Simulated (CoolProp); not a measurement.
Saturated liquid density (kg/m³) of C2F6 (R116): the reference equation beside estimates from Tc = 293.0 K, pc = 3.048 MPa, ω = 0.257.

Values from CoolProp's reference Helmholtz-energy equation of state, Lemmon 2006. It is a short technical equation, of lower accuracy than the large ones.

| T (K) | reference | van der Waals | Soave-Redlich-Kwong |
|---|---|---|---|
| 207.3 | 1549 | 979.0 | 1476 |
| 214.5 | 1515 | 957.0 | 1439 |
| 221.7 | 1479 | 933.9 | 1398 |
| 228.9 | 1441 | 909.5 | 1355 |
| 236.1 | 1402 | 883.6 | 1309 |
| 243.3 | [?] | 855.8 | 1258 |
| 250.5 | 1314 | 825.8 | [?] |
| 257.7 | 1264 | 793.1 | 1141 |
| 264.9 | 1208 | 756.7 | 1072 |
| 272.1 | 1144 | [?] | 992.6 |
| 279.3 | 1067 | 666.0 | 898.1 |

Question: What belongs in the gaps?

Answer: 
- 243.3, reference: 1359
- 250.5, Soave-Redlich-Kwong: 1202
- 272.1, van der Waals: 715.3

Absolute difference from the reference over all 11 rows, mean and median: van der Waals 37.1 and 37.0 %, Soave-Redlich-Kwong 8.5 and 7.4 %.
